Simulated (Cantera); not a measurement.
Feed: 1 mol TiC, 0.099 mol C, 0.084 mol H2, equilibrated at 2773.15 K and 3.30 Torr.

Method: chemical equilibrium by Gibbs-energy minimisation in Cantera with the NASA 1993 tables (ideal gas, pure condensed phases). Candidate condensed phases: C, C6H6, C7H8, C8H18, Ti, TiC; 77 gas species. TiC: taken at fixed stoichiometry. Rates play no part.

Base state: H 0.643, H2 0.329, C2H2 (acetylene) 0.0100, Ti 0.00794, C3 0.00514, C2H 0.00236, C 0.00111, C2 0.000499 (mole fractions); condensed: C(graphite) + TiC(s).

Question: What changes in the equilibrium state with this change: temperature from 2773.15 K to 2173.15 K?

Answer: 
```csv
species,before,after
H2,0.329,0.928
H,0.643,0.0701
C2H2 (acetylene),0.0100,0.00205
Ti,0.00794,3.77e-6
C5,4.47e-5,<1e-9
C2,0.000499,2.75e-8
C3,0.00514,3.17e-7
C,0.00111,2.14e-7
CH,2.85e-5,4.06e-8
"C(graphite), mol",0.0945,0.0986
"TiC(s), mol",0.999,1.00
```
